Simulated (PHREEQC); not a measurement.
# Copper plating or etch bath

Dissolve 3.1 mmol/kgw Cu(BF4)2, 0.1 mmol/kgw H2SO4 and 150 mmol/kgw Na2SO4 at 20 °C. Closed to the air; pH follows from the charge balance.

The numbers come from PHREEQC with the ion-association model, phreeqc.dat.

Each row changes one thing in this solution. This is a speciation only: nothing precipitates in the calculation.

| case | pH | ionic strength (mol/kgw) | Na+ (mol/kgw) | SO4-2 (mol/kgw) | NaSO4- (mol/kgw) | BF4- (mol/kgw) |
|---|---|---|---|---|---|---|
| as made | 3.17 | 0.383 | 0.266 | 0.112 | 0.0341 | 0.00408 |
| diluted 10-fold with water | 3.30 | 0.0438 | 0.0291 | 0.0136 | 0.000922 | 3.31e-5 |
| Na2SO4 from 0.15 to 0.03 mol/kgw | 3.06 | 0.0886 | 0.0572 | 0.0251 | 0.00271 | 0.00429 |
| Na2SO4 from 0.15 to 0.135 mol/kgw | [?] | [?] | 0.241 | 0.102 | 0.0291 | 0.00409 |
| Cu(BF4)2 from 0.0031 to 0.00155 mol/kgw | 3.23 | 0.381 | 0.265 | 0.113 | 0.0344 | 0.00151 |
| diluted 5-fold with water | 3.23 | 0.0850 | 0.0571 | 0.0262 | 0.00286 | 0.000293 |

Task: What belongs in the gaps?

Result: 
- Na2SO4 from 0.15 to 0.135 mol/kgw, pH: 3.16
- Na2SO4 from 0.15 to 0.135 mol/kgw, ionic strength (mol/kgw): 0.348

Real BF4- forms and hydrolyses slowly; the run takes it at equilibrium.
